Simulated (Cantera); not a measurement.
Input: 1 mol Al, 52 mol NH₃, 1.1 mol N₂, 2.6 mol HCl, held at 452 °C and 15.0 Pa.

Cantera equilibrium calculation (NASA polynomials, part measured and part estimated; ideal gas, pure solids and liquids). Kinetics and transport are ignored.

| species | before | after |
|---|---|---|
| H₂ | 0.728 | 0.632 |
| N₂ | 0.248 | 0.248 |
| HCl | 0.0236 | 0.0987 |
| AlCl₃ | 0.000234 | 0.0213 |
| AlN(s), mol | 0.975 | 0.660 |
Gas species are given as mole fractions.

Task: What was changed between the two runs?
A. temperature from 452 °C to 1625 °C
B. NH₃ from 52 to 6.4 mol
C. temperature from 452 °C to 1827 °C
D. temperature from 452 °C to 1052 °C

Result: B, NH₃ from 52 to 6.4 mol
